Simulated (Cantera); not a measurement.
Adiabatic ignition

An adiabatic, constant-volume homogeneous reactor starts with CH4 : O2 : N2 : CO2 = 1 : 2.3 : 8.64 : 1.1 (molar parts), equivalence ratio 0.87, at 1250 K and 10.0 bar.

Detailed kinetics in Cantera: GRI-Mech 3.0 (53 species, 325 reactions).

| t (s) | T (K) | P (bar) | x CH4 | x O2 | x CO2 | x N2O | x C2H4 | x H |
|---|---|---|---|---|---|---|---|---|
| 7.00e-6 | 1250 | 10.00 | 0.0767 | 0.176 | 0.0844 | <1e-12 | <1e-12 | 3.62e-11 |
| 1.88e-5 | 1250 | 10.00 | 0.0767 | 0.176 | 0.0844 | <1e-12 | 1.27e-11 | 9.01e-11 |
| 5.06e-5 | 1250 | 10.00 | 0.0767 | 0.176 | 0.0844 | 3.17e-12 | 4.06e-10 | 3.38e-10 |
| 0.000136 | 1250 | 10.0 | 0.0767 | 0.176 | 0.0844 | 1.97e-11 | 1.87e-8 | 1.70e-9 |
| 0.000366 | 1250 | 10.0 | 0.0766 | 0.176 | 0.0844 | 9.98e-11 | 3.68e-7 | 4.33e-9 |
| 0.000984 | 1252 | 10.0 | 0.0763 | 0.176 | 0.0844 | 5.31e-10 | 3.78e-6 | 1.34e-8 |
| 0.00265 | 2786 | 22.7 | <1e-12 | 0.0317 | 0.135 | 2.66e-6 | <1e-12 | 0.000968 |
| 0.00711 | 2766 | 22.5 | <1e-12 | 0.0270 | 0.135 | 2.74e-6 | <1e-12 | 0.000908 |
| 0.0191 | 2766 | 22.5 | <1e-12 | 0.0270 | 0.135 | 2.74e-6 | <1e-12 | 0.000908 |
| 0.0514 | 2766 | 22.5 | <1e-12 | 0.0270 | 0.135 | 2.74e-6 | <1e-12 | 0.000908 |
| 0.138 | 2766 | 22.5 | <1e-12 | 0.0270 | 0.135 | 2.74e-6 | <1e-12 | 0.000908 |
| 0.372 | 2766 | 22.5 | <1e-12 | 0.0270 | 0.135 | 2.74e-6 | <1e-12 | 0.000908 |
| 1.00 | 2766 | 22.5 | <1e-12 | 0.0270 | 0.135 | 2.74e-6 | <1e-12 | 0.000908 |
x: mole fraction; the columns are a selection and need not sum to one.

| Property | Result |
|---|---|
| time of steepest temperature rise | 2.61 ms |
| temperature at 1.00 s | 2766 K |
| equilibrium temperature | 2766 K |
| x(CH4) at 1.00 s | <1e-12 (gas-phase equilibrium <1e-12) |
| x(O2) at 1.00 s | 0.0270 (gas-phase equilibrium 0.0270) |
| x(CO2) at 1.00 s | 0.135 (gas-phase equilibrium 0.135) |
